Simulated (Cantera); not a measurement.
Cantera run, input and output.

```python
import numpy as np
import cantera as ct

gas = ct.Solution("gri30.yaml")
gas.TPX = 1198, 100000, {'N2O': 1, 'H2': 0.0063, 'N2': 0.64, 'H2O': 0.017}
reactor = ct.IdealGasConstPressureReactor(gas, energy="off", clone=False)
net = ct.ReactorNet([reactor])
net.rtol, net.atol = 1e-08, 1e-18
show = ['N2O', 'H2', 'N2', 'NO', 'H', 'H2O2', 'HO2']
times = np.geomspace(1e-06, 40, 14)

steps = ct.SolutionArray(gas, extra=["t"])
rows = []
print(f"{'t/s':>10s}{'T/K':>9s}{'P/Pa':>11s}" + "".join(f"{s:>11s}" for s in show))
for t in times:
    while net.time < t:
        t_next = net.step()
        steps.append(gas.state, t=t_next)
    rows.append([np.interp(t, steps.t, y) for y in (steps.T, steps.P, *steps(*show).X.T)])
    print(f"{t:10.3e}{rows[-1][0]:9.1f}{rows[-1][1]:11.4g}" + "".join(f"{x:11.3e}" for x in rows[-1][2:]))
rate = np.gradient(steps.T, steps.t)
print("integrator steps:", len(steps.t))
if steps.T.max() > steps.T[0] + 200:
    print(f"time of steepest temperature rise: {steps.t[rate.argmax()]:.4e} s")
gas.TPX = 1198, 100000, {'N2O': 1, 'H2': 0.0063, 'N2': 0.64, 'H2O': 0.017}
gas.equilibrate("TP")
print(f"equilibrium (TP): T = {gas.T:.1f} K  " + "  ".join(f"{s} {gas[s].X[0]:.3e}" for s in show))
```

It prints:

```
       t/s      T/K       P/Pa        N2O         H2         N2         NO          H       H2O2        HO2
 1.000e-06   1198.0      1e+05  6.012e-01  3.788e-03  3.848e-01  1.789e-09  1.469e-09  9.374e-18  1.418e-12
 3.844e-06   1198.0      1e+05  6.012e-01  3.788e-03  3.848e-01  2.385e-08  1.241e-08  2.756e-15  8.775e-11
 1.478e-05   1198.0      1e+05  6.012e-01  3.787e-03  3.848e-01  2.475e-07  6.949e-08  8.097e-13  4.292e-09
 5.680e-05   1198.0      1e+05  6.012e-01  3.780e-03  3.848e-01  1.609e-06  3.001e-07  1.167e-10  1.167e-07
 2.183e-04   1198.0      1e+05  6.010e-01  3.691e-03  3.849e-01  8.339e-06  9.138e-07  7.913e-09  1.498e-06
 8.392e-04   1198.0      1e+05  6.001e-01  3.051e-03  3.857e-01  3.887e-05  1.265e-06  1.135e-07  4.262e-06
 3.226e-03   1198.0      1e+05  5.973e-01  1.332e-03  3.881e-01  1.292e-04  5.105e-07  8.815e-08  3.439e-06
 1.240e-02   1198.0      1e+05  5.918e-01  1.232e-04  3.918e-01  4.032e-04  3.270e-08  2.393e-08  1.553e-06
 4.766e-02   1198.0      1e+05  5.757e-01  7.475e-08  4.013e-01  1.440e-03  1.808e-09  1.346e-08  7.318e-07
 1.832e-01   1198.0      1e+05  5.202e-01  1.778e-08  4.338e-01  5.222e-03  1.701e-09  1.324e-08  2.823e-07
 7.043e-01   1198.0      1e+05  3.647e-01  1.329e-08  5.252e-01  1.532e-02  1.367e-09  1.177e-08  9.567e-08
 2.707e+00   1198.0      1e+05  1.252e-01  7.131e-09  6.675e-01  2.793e-02  5.954e-10  6.362e-09  3.380e-08
 1.041e+01   1198.0      1e+05  7.778e-03  9.960e-10  7.391e-01  3.047e-02  2.891e-11  7.529e-10  8.888e-09
 4.000e+01   1198.0      1e+05  1.289e-06  2.860e-10  7.440e-01  3.028e-02  3.239e-12  1.177e-10  4.376e-09
integrator steps: 2350
equilibrium (TP): T = 1198.0 K  N2O 1.369e-08  H2 2.760e-10  N2 7.591e-01  NO 1.989e-04  H 3.179e-12  H2O2 1.217e-10  HO2 4.610e-09
```

Computed with Cantera and GRI-Mech 3.0 (53 species, 325 reactions). GRI-Mech 3.0 was tuned for natural gas; its chemistry of N2O as a main component is partial and can be far from experiment. The mechanism lacks the step 2 NO + O2 → 2 NO2, which can matter for NO2 below about 1400 K. The temperature is held fixed by assumption; the heat of reaction is taken as removed at once.
